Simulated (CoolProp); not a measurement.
Vapour-liquid equilibrium of R134a (1) + R124 (2) at 43.45 °C; x and y are mole fractions of (1).

The numbers come from the multi-fluid Helmholtz-energy mixture model, Tillner-Roth 1994 and de Vries 1995; pair parameters Bell 2016 in CoolProp.

```tsv
x	bubble pressure, mixture model (MPa)	bubble pressure, Raoult's law (MPa)	y, mixture model	y, Raoult's law
0.05	0.6803	0.6753	0.082	0.082
0.2	0.7613	0.7446	(withheld)	0.299
0.35	0.8372	0.8139	0.461	0.479
0.5	0.9083	0.8831	(withheld)	0.631
0.65	(withheld)	0.9524	0.732	0.760
0.8	(withheld)	1.022	0.849	0.872
0.95	1.095	1.091	(withheld)	0.970
```

Problem. Fill in the missing entries.

Solution. 
- 0.2, y, mixture model: 0.291
- 0.5, y, mixture model: 0.604
- 0.65, bubble pressure, mixture model (MPa): 0.9748
- 0.8, bubble pressure, mixture model (MPa): 1.037
- 0.95, y, mixture model: 0.962

The largest gap from Raoult's law is +2.9 % in bubble pressure, at x = 0.35. No azeotrope shows between x = 0.05 and 0.95.

Pair parameters are fitted to limited data, so mixtures are less certain than the pure fluids.
